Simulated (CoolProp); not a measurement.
Aqueous lithium chloride as a coolant, 21 % by mass, freezing at -48.7 °C, 1 atm.

Values from CoolProp's Melinder's fits for secondary coolants.

```csv
T (°C),viscosity (mPa s),cp (kJ/(kg K)),Prandtl number,conductivity (W/(m K))
-38.9,21.3,2.858,129,0.469
-28,11.6,2.926,70.0,0.484
-17,___,2.994,41.7,0.500
-6.1,4.57,3.062,27.2,___
4.8,3.24,3.131,19.1,0.530
15.8,2.43,3.200,14.3,0.545
26.7,___,3.268,11.2,0.559
37.6,1.57,3.335,9.10,0.574
```

**Question.** Some entries are withheld; supply them.

**Answer.** 
- -17, viscosity (mPa s): 6.95
- -6.1, conductivity (W/(m K)): 0.515
- 26.7, viscosity (mPa s): 1.92
